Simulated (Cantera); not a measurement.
An adiabatic, constant-volume homogeneous reactor starts with CH4 : CO : O2 : N2 = 1 : 0.52 : 1.03 : 3.86 (molar parts), equivalence ratio 2.2, at 1148 K and 0.987 atm. Integrator tolerance rtol = 1e-08.

Model: GRI-Mech 3.0 (53 species, 325 reactions), integrated in Cantera.

What does this change do: 0.075 parts H2 added?


```tsv
quantity	before	after
time of steepest temperature rise	0.239 s	80.8 ms
temperature at 2.00 s	2492 K	2481 K
equilibrium temperature	2492 K	2481 K
x(CH4) at 2.00 s	1.04e-10 (gas-phase equilibrium 1.16e-10)	1.24e-10 (gas-phase equilibrium 1.39e-10)
x(CO) at 2.00 s	0.182 (gas-phase equilibrium 0.182)	0.181 (gas-phase equilibrium 0.181)
x(O2) at 2.00 s	8.45e-6 (gas-phase equilibrium 8.45e-6)	6.92e-6 (gas-phase equilibrium 6.92e-6)
x(CH2O) at 2.00 s	2.70e-8 (gas-phase equilibrium 2.70e-8)	2.81e-8 (gas-phase equilibrium 2.81e-8)
x(CH2) at 2.00 s	4.94e-12 (gas-phase equilibrium 5.42e-12)	5.12e-12 (gas-phase equilibrium 5.64e-12)
```
